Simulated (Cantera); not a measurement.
Ignition delay

Mixture: 5.08 % CH4, 0.203 % C2H6, 0.300 % C3H8, 24.3 % O2, 63.0 % N2, 7.12 % CO2, equivalence ratio 0.51, at 16.0 bar, adiabatic and at constant volume. Ignition delay is the time to a rise of 400 K.

Model: GRI-Mech 3.0 (53 species, 325 reactions), integrated in Cantera. The pressure lies above the range GRI-Mech 3.0 was tuned for (to about 10 atm).

```json
[
 {"T0 (K)": "1200", "delay (ms)": "0.874"},
 {"T0 (K)": "1275", "delay (ms)": "0.336"},
 {"T0 (K)": "1350", "delay (ms)": "0.138"},
 {"T0 (K)": "1425", "delay (ms)": "0.0604"},
 {"T0 (K)": "1500", "delay (ms)": "0.0286"},
 {"T0 (K)": "1575", "delay (ms)": "0.0147"},
 {"T0 (K)": "1650", "delay (ms)": "0.00815"},
 {"T0 (K)": "1725", "delay (ms)": "0.00488"},
 {"T0 (K)": "1800", "delay (ms)": "0.00313"}
]
```

- apparent activation energy between 1650 and 1800 K: 160 kJ/mol
